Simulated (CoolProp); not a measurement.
Properties of R1234ze(Z) along the isotherm 372.2 K.

Values from CoolProp's reference Helmholtz-energy equation of state, Akasaka 2019.

```tsv
p (bar)	phase	Z	speed of sound (m/s)
1.36	gas	0.9766	168.1
2.72	gas	0.9524	164.7
4.07	gas	0.9275	161.1
5.43	gas	0.9014	157.4
6.79	gas	0.8741	153.4
8.15	gas	0.8454	149.2
9.51	gas	0.8151	144.7
10.9	gas	0.7820	139.7
12.2	gas	0.7485	134.6
13.6	liquid	0.05088	342.3
14.9	liquid	0.05565	345.0
16.3	liquid	0.06076	347.8
17.7	liquid	0.06586	350.6
```
